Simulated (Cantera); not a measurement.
# Counterflow diffusion flame

A counterflow diffusion flame at 0.395 atm, nozzles 20 mm apart: fuel side H₂ = 1 (molar parts) at 450 K, oxidiser side O₂ : N₂ = 0.23 : 0.77 (molar parts) at 550 K, fuel mass flux 0.24 times the oxidiser's; mixture-averaged transport, no radiation.

Cantera simulation using the H2/O2 subset of GRI-Mech 3.0, which has no nitrogen chemistry; the numbers are that mechanism's predictions, not measurements. The maximum strain rate includes the flame's own expansion and is several times the mean.

```json
[
 {"oxidiser flux (kg/m²/s)": "0.24", "max strain (1/s)": "791", "mean strain (1/s)": "181", "T max (K)": "2257", "peak x OH": "0.0252", "peak x H": "0.0375", "peak x H₂O": "0.274", "peak x HO₂": "6.44e-5"},
 {"oxidiser flux (kg/m²/s)": "0.29", "max strain (1/s)": "949", "mean strain (1/s)": "219", "T max (K)": "2222", "peak x OH": "0.0249", "peak x H": "0.0397", "peak x H₂O": "0.273", "peak x HO₂": "6.95e-5"},
 {"oxidiser flux (kg/m²/s)": "0.36", "max strain (1/s)": "1170", "mean strain (1/s)": "272", "T max (K)": "2176", "peak x OH": "0.0243", "peak x H": "0.0420", "peak x H₂O": "0.271", "peak x HO₂": "7.49e-5"},
 {"oxidiser flux (kg/m²/s)": "0.44", "max strain (1/s)": "1410", "mean strain (1/s)": "332", "T max (K)": "2134", "peak x OH": "0.0237", "peak x H": "0.0441", "peak x H₂O": "0.270", "peak x HO₂": "7.94e-5"},
 {"oxidiser flux (kg/m²/s)": "0.55", "max strain (1/s)": "1750", "mean strain (1/s)": "415", "T max (K)": "2090", "peak x OH": "0.0231", "peak x H": "0.0467", "peak x H₂O": "0.268", "peak x HO₂": "8.59e-5"},
 {"oxidiser flux (kg/m²/s)": "0.67", "max strain (1/s)": "2100", "mean strain (1/s)": "505", "T max (K)": "2056", "peak x OH": "0.0226", "peak x H": "0.0495", "peak x H₂O": "0.267", "peak x HO₂": "9.09e-5"},
 {"oxidiser flux (kg/m²/s)": "0.82", "max strain (1/s)": "2550", "mean strain (1/s)": "619", "T max (K)": "2012", "peak x OH": "0.0218", "peak x H": "0.0520", "peak x H₂O": "0.265", "peak x HO₂": "9.58e-5"},
 {"oxidiser flux (kg/m²/s)": "1", "max strain (1/s)": "3130", "mean strain (1/s)": "754", "T max (K)": "1971", "peak x OH": "0.0210", "peak x H": "0.0546", "peak x H₂O": "0.264", "peak x HO₂": "0.000101"},
 {"oxidiser flux (kg/m²/s)": "1.2", "max strain (1/s)": "3730", "mean strain (1/s)": "905", "T max (K)": "1933", "peak x OH": "0.0202", "peak x H": "0.0570", "peak x H₂O": "0.262", "peak x HO₂": "0.000105"},
 {"oxidiser flux (kg/m²/s)": "1.5", "max strain (1/s)": "4660", "mean strain (1/s)": "1130", "T max (K)": "1880", "peak x OH": "0.0192", "peak x H": "0.0595", "peak x H₂O": "0.260", "peak x HO₂": "0.000111"}
]
```
x: mole fraction; the columns are a selection and need not sum to one.
